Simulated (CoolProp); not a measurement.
Model: reference Helmholtz-energy equation of state, Gao 2022, in CoolProp.

Problem. Give the vapour pressure (bar), liquid density (kg/m³), liquid cp (kJ/(kg K)), vapour Z of saturated n-perfluoropentane at 244.7, 264.1, 381 K.

Solution. 
```json
[
 {"T (K)": "244.7", "p (bar)": "0.0647", "liquid density (kg/m³)": "1770", "liquid cp (kJ/(kg K))": "0.944", "vapour Z": "0.993"},
 {"T (K)": "264.1", "p (bar)": "0.193", "liquid density (kg/m³)": "1710", "liquid cp (kJ/(kg K))": "0.981", "vapour Z": "0.984"},
 {"T (K)": "381", "p (bar)": "9.18", "liquid density (kg/m³)": "1250", "liquid cp (kJ/(kg K))": "1.28", "vapour Z": "0.711"}
]
```
